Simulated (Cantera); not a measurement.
What does this Cantera script print?

```python
import numpy as np
import cantera as ct

gas = ct.Solution("h2o2.yaml")
gas.TPX = 1200, 1333, {'H2': 0.076, 'O2': 1}
inlet = ct.Reservoir(gas, clone=True)

reactor = ct.IdealGasConstPressureReactor(gas, energy="off", clone=False)
exhaust = ct.Reservoir(gas, clone=True)
tau = [0.92, 0.46, 0.23, 0.11, 0.057, 0.029, 0.014, 0.0071][0]
for a, b in ((inlet, reactor), (reactor, exhaust)):
    ct.MassFlowController(a, b, mdot=lambda t: reactor.mass / tau)
net = ct.ReactorNet([reactor])
show = ['H2', 'O2', 'H2O', 'OH', 'HO2', 'H2O2']

rows = []
print(f"{'tau/s':>10s}{'T/K':>9s}" + "".join(f"{s:>11s}" for s in show))
for tau in [0.92, 0.46, 0.23, 0.11, 0.057, 0.029, 0.014, 0.0071]:
    net.initial_time = 0.0
    net.advance(30 * tau)
    before = gas.X
    net.advance(40 * tau)
    drift = np.max(np.abs(gas.X - before) / (gas.X + 1e-9))
    rows.append([gas.T, *gas[show].X, drift])
    print(f"{tau:10.3e}{gas.T:9.1f}" + "".join(f"{x:11.3e}" for x in gas[show].X))
```

It prints:

```
     tau/s      T/K         H2         O2        H2O         OH        HO2       H2O2
 9.200e-01   1200.0  2.555e-04  9.227e-01  7.191e-02  1.408e-03  2.110e-06  1.005e-07
 4.600e-01   1200.0  3.870e-04  9.206e-01  7.135e-02  1.759e-03  2.578e-06  1.126e-07
 2.300e-01   1200.0  5.816e-04  9.175e-01  7.052e-02  2.184e-03  3.058e-06  1.234e-07
 1.100e-01   1200.0  8.872e-04  9.129e-01  6.917e-02  2.716e-03  3.546e-06  1.329e-07
 5.700e-02   1200.0  1.278e-03  9.074e-01  6.746e-02  3.250e-03  3.926e-06  1.396e-07
 2.900e-02   1200.0  1.844e-03  9.010e-01  6.515e-02  3.836e-03  4.237e-06  1.461e-07
 1.400e-02   1200.0  2.741e-03  8.943e-01  6.210e-02  4.489e-03  4.476e-06  1.558e-07
 7.100e-03   1200.0  4.062e-03  8.897e-01  5.881e-02  5.130e-03  4.626e-06  1.717e-07
```

Cantera simulation using the H2/O2 subset of GRI-Mech 3.0, which has no nitrogen chemistry; the numbers are that mechanism's predictions, not measurements. Radical loss at walls, strong at low pressure, is not modelled. The temperature is held fixed by assumption; the heat of reaction is taken as removed at once.
